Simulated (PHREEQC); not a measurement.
1 kg of water holding 0.11 mol/kgw KCl, 0.0039 mol/kgw NaBr and 0.00035 mol/kgw CaSO4 is evaporated at 20 °C; the solids stay in contact with the brine. The system is closed to CO2. Only these solids could form: Arcanite, Glaserite, Glauberite, Gypsum, Anhydrite, Halite, Mirabilite, Misenite, Portlandite, Sylvite, Syngenite, Thenardite.

Equilibrium calculation in PHREEQC: Pitzer model, pitzer.dat.

```tsv
water left (kg)	ionic strength	water activity	Sylvite (mol)	Br in solution (mol/kgw)	Na in solution (mol/kgw)	Ca in solution (mol/kgw)
1	0.115	0.996	0	0.00390	0.00390	0.000350
0.6755	0.171	0.994	0	0.00577	0.00577	0.000518
0.5552	0.208	0.993	0	0.00702	0.00702	0.000630
0.375	0.307	0.990	0	0.0104	0.0104	0.000933
0.2533	0.455	0.985	0	0.0154	0.0154	0.00138
0.2082	0.554	0.982	0	0.0187	0.0187	0.00168
0.1407	0.820	0.974	0	0.0277	0.0277	0.00249
0.09502	1.21	0.962	0	0.0410	0.0410	0.00368
0.06418	1.80	0.944	0	0.0608	0.0608	0.00545
0.05275	2.19	?	0	0.0739	0.0739	0.00663
0.03564	3.24	0.897	0	0.109	0.109	0.00982
0.02407	?	0.846	0.000635	0.162	0.162	0.0145
0.01979	4.80	?	0.0203	0.197	0.197	0.0177
0.01337	4.91	0.841	0.0496	0.292	0.292	0.0262
0.00903	?	0.837	0.0695	0.432	0.432	0.0388
0.007426	?	0.833	?	0.525	0.525	0.0471
0.005012	5.47	0.824	0.0879	0.778	0.778	0.0698
```

Question: What belongs in the gaps?

Answer: 
- 0.05275, water activity: 0.931
- 0.02407, ionic strength: 4.76
- 0.01979, water activity: 0.845
- 0.00903, ionic strength: 5.08
- 0.007426, ionic strength: 5.18
- 0.007426, Sylvite (mol): 0.0768
